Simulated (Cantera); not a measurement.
A freely propagating, adiabatic, planar premixed flame of CH4 : O2 : N2 = 1 : 2.04 : 7.96 (molar parts), equivalence ratio 0.98, unburnt at 325 K and 0.270 bar; mixture-averaged transport, grid criteria slope 0.08 and curve 0.16, no radiation.

Computed with Cantera and GRI-Mech 3.0 (53 species, 325 reactions). Burning velocities carry a grid error of a few per cent, more on coarse grids.

x: mole fraction of selected species; z is measured from the peak of heat release.

```
z (mm)  T (K)  u (m/s)     x CH4    x O2   x H2O2    x C2H4     x CH3     x NO
------  -----  -------  --------  ------  -------  --------  --------  -------
-3.93     325    0.573    0.0909   0.185    <1e-8     <1e-8     <1e-8    <1e-8
-2.62     325    0.574    0.0908   0.185  2.98e-8     <1e-8   1.70e-8    <1e-8
-1.96     328    0.579    0.0904   0.185  2.96e-7   9.89e-8   1.37e-7    <1e-8
-1.31     ___    0.647    0.0880   0.182  4.47e-6   3.41e-6   1.97e-6  3.51e-8
-0.655    ___     1.40    0.0649   0.152  1.01e-5  0.000104  0.000200  9.52e-7
-0.327    ___     2.21    0.0362   0.112  5.15e-6  0.000286   0.00158  2.45e-6
0         ___     2.95   0.00880  0.0645  7.41e-7  0.000213   0.00176  5.13e-6
0.327    1750     3.22  0.000680  0.0374  1.89e-7   1.26e-5  0.000207  8.38e-6
0.655    1785     3.27   2.64e-5  0.0281  1.62e-7   1.75e-7   8.55e-6  1.04e-5
1.31     1818     3.32   5.95e-8  0.0235  1.45e-7     <1e-8   2.11e-8  1.23e-5
2.62     1861     3.38     <1e-8  0.0213  1.19e-7     <1e-8     <1e-8  1.48e-5
5.24     1919     3.47     <1e-8  0.0193  8.92e-8     <1e-8     <1e-8  1.89e-5
10.5     1986     3.58     <1e-8  0.0169  6.36e-8     <1e-8     <1e-8  2.61e-5
```

Task: What belongs in the gaps?

Result: 
- -1.31, T (K): 364
- -0.655, T (K): 774
- -0.327, T (K): 1209
- 0, T (K): 1601
